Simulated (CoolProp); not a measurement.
Properties of R365MFC along the isobar 1.01 bar.

Computed with CoolProp (reference Helmholtz-energy equation of state, Lemmon 2016).

```csv
T (°C),phase,density (kg/m³),Joule-Thomson coefficient (K/MPa),isothermal compressibility (1/MPa),expansivity (1/kK)
140.85,gas,4.415,10.29,10.06,2.547
148.65,gas,4.329,9.626,10.05,2.490
156.45,gas,4.247,9.043,10.04,2.437
164.25,gas,4.168,8.531,10.04,2.386
172.05,gas,4.092,8.083,10.03,2.338
179.95,gas,4.018,7.683,10.02,2.292
187.75,gas,3.947,7.333,10.01,2.249
195.55,gas,3.879,7.021,10.01,2.208
203.35,gas,3.813,6.741,10.00,2.168
211.25,gas,3.749,6.483,9.997,2.130
219.05,gas,3.688,6.251,9.992,2.093
226.85,gas,3.629,6.037,9.988,2.058
```
